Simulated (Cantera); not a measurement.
Input (Python, Cantera):

```python
import numpy as np
import cantera as ct

gas = ct.Solution("gri30.yaml")


def delay(T, t_max=10):
    gas.TPX = T, 52000, {'CH4': 1, 'O2': 1.54, 'N2': 10.5, 'H2': 0.16}
    reactor = ct.IdealGasConstPressureReactor(gas, clone=False)
    net = ct.ReactorNet([reactor])
    net.rtol, net.atol = 1e-8, 1e-16
    while net.time < t_max:
        t_old, T_old = net.time, reactor.T
        net.step()
        if reactor.T > T + 400:  # ignition: a rise of 400 K
            return t_old + (T + 400 - T_old) / (reactor.T - T_old) * (net.time - t_old)
    return np.nan


taus = []
for T in [1075, 1125, 1175, 1225, 1275, 1325]:
    taus.append(delay(T))
    print(f"T0 = {T:6g} K   tau = {taus[-1]:.4e} s")
```

Output:

```
T0 =   1075 K   tau = 1.6399e-01 s
T0 =   1125 K   tau = 9.1583e-02 s
T0 =   1175 K   tau = 5.1181e-02 s
T0 =   1225 K   tau = 2.8826e-02 s
T0 =   1275 K   tau = 1.6448e-02 s
T0 =   1325 K   tau = 9.5576e-03 s
```

Model: GRI-Mech 3.0 (53 species, 325 reactions), integrated in Cantera.
